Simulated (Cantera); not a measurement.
What does this Cantera script print?

```python
import numpy as np
import cantera as ct

gas = ct.Solution("gri30.yaml")
gas.TPX = 575, 920000, {'C2H4': 1, 'O2': 2.73, 'N2': 11.2, 'CO2': 2.5}
flame = ct.FreeFlame(gas, width=0.0085)
flame.set_refine_criteria(ratio=3, slope=0.08, curve=0.16)
flame.transport_model = "mixture-averaged"
flame.solve(loglevel=0, auto=True)
z, T = flame.grid, flame.T
thick = (T[-1] - T[0]) / np.gradient(T, z).max()
show = ['C2H4', 'O2', 'CO2', 'CH2CO', 'HO2', 'H2O']
print(f"laminar burning velocity  {flame.velocity[0] * 100:.3f} cm/s")
print(f"burnt temperature         {T[-1]:.1f} K")
print(f"thermal thickness         {thick * 1e3:.4f} mm")
print(f"grid points               {len(z)}")
z0 = z[flame.heat_release_rate.argmax()]
print(f"{'z/mm':>9s}{'T/K':>9s}{'u/(m/s)':>9s}" + "".join(f"{s:>11s}" for s in show))
rows = []
for k in (-3, -2, -1.5, -1, -0.5, -0.25, 0, 0.25, 0.5, 1, 2, 4, 8):
    zz = z0 + k * thick
    rows.append([k * thick, np.interp(zz, z, T), np.interp(zz, z, flame.velocity),
                 *(np.interp(zz, z, flame.X[gas.species_index(s)]) for s in show)])
    print(f"{rows[-1][0] * 1e3:9.3f}{rows[-1][1]:9.1f}{rows[-1][2]:9.3f}" + "".join(f"{x:11.3e}" for x in rows[-1][3:]))
```

Output:

```
laminar burning velocity  62.673 cm/s
burnt temperature         2199.5 K
thermal thickness         0.0576 mm
grid points               134
     z/mm      T/K  u/(m/s)       C2H4         O2        CO2      CH2CO        HO2        H2O
   -0.173    575.4    0.628  5.733e-02  1.565e-01  1.433e-01  1.218e-07  3.448e-07  8.889e-05
   -0.115    577.3    0.630  5.724e-02  1.561e-01  1.432e-01  1.051e-06  2.167e-06  4.712e-04
   -0.086    583.4    0.638  5.704e-02  1.554e-01  1.430e-01  5.418e-06  8.080e-06  1.459e-03
   -0.058    620.9    0.681  5.585e-02  1.515e-01  1.427e-01  5.067e-05  4.855e-05  6.201e-03
   -0.029    883.9    0.982  4.502e-02  1.256e-01  1.438e-01  7.611e-04  4.599e-04  3.019e-02
   -0.014   1233.1    1.386  2.689e-02  9.095e-02  1.487e-01  2.318e-03  7.484e-04  5.645e-02
    0.000   1602.8    1.820  7.318e-03  5.293e-02  1.588e-01  2.440e-03  3.282e-04  8.275e-02
    0.014   1816.8    2.066  6.484e-04  2.976e-02  1.717e-01  5.861e-04  7.743e-05  9.694e-02
    0.029   1911.7    2.166  2.147e-05  1.929e-02  1.838e-01  5.273e-05  3.246e-05  1.018e-01
    0.058   2001.6    2.252  1.783e-08  1.189e-02  1.980e-01  2.505e-07  1.551e-05  1.043e-01
    0.115   2079.7    2.327  3.980e-13  7.183e-03  2.083e-01  5.142e-11  6.938e-06  1.066e-01
    0.230   2134.9    2.380  7.273e-19  3.982e-03  2.152e-01  1.702e-15  2.787e-06  1.086e-01
    0.461   2168.0    2.410  9.948e-23  2.026e-03  2.196e-01  1.385e-16  1.067e-06  1.098e-01
```

Detailed kinetics in Cantera: GRI-Mech 3.0 (53 species, 325 reactions). GRI-Mech 3.0 was tuned for natural gas; its chemistry of ethylene as a main component is partial and can be far from experiment. Burning velocities carry a grid error of a few per cent, more on coarse grids.
